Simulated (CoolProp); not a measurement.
Carbon dioxide along the isotherm 224.2 K: density (kg/m³) from the reference equation and from simpler models built on Tc = 304.1 K, pc = 7.377 MPa, ω = 0.224; each cubic takes its own stable root.

Model: reference Helmholtz-energy equation of state, Span 1996, in CoolProp.

| p (MPa) | phase | reference | van der Waals | Redlich-Kwong | Soave-Redlich-Kwong |
|---|---|---|---|---|---|
| 0.369 | gas | 9.162 | 8.993 | 9.087 | 9.121 |
| 0.738 | liquid | 1151 | 18.63 | 19.06 | 1057 |
| 1.11 | liquid | 1152 | 29.14 | 1019 | 1059 |
| 1.48 | liquid | 1152 | 40.62 | 1021 | 1060 |
| 1.84 | liquid | 1153 | 53.12 | 1022 | 1061 |
| 2.21 | liquid | 1154 | 709.9 | 1024 | 1062 |
| 2.58 | liquid | 1155 | 712.0 | 1026 | 1064 |
| 2.95 | liquid | 1156 | 714.0 | 1027 | 1065 |
| 3.32 | liquid | 1157 | 716.0 | 1029 | 1066 |
| 3.69 | liquid | 1158 | 717.9 | 1030 | 1067 |

At some of these states van der Waals, Redlich-Kwong gives the other phase, because its saturation line lies elsewhere.
